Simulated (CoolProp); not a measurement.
Vapour-liquid equilibrium of cyclohexane (1) + o-xylene (2) at 0.0904 bar; x and y are mole fractions of (1).

Values from CoolProp's multi-fluid Helmholtz-energy mixture model, Zhou 2014 and Zhou 2012; pair parameters Bell 2016.

Problem. Give the bubble temperature and the first vapour's composition at x = 0.05, 0.5, 0.95. Is there an azeotrope?

Solution. x = 0.05: 60.0 °C, y = 0.424; x = 0.5: 27.2 °C, y = 0.935; x = 0.95: 18.1 °C, y = 0.994. No azeotrope shows between x = 0.05 and 0.95.

The pair parameters rest on a limited set of measurements; away from them the model extrapolates.
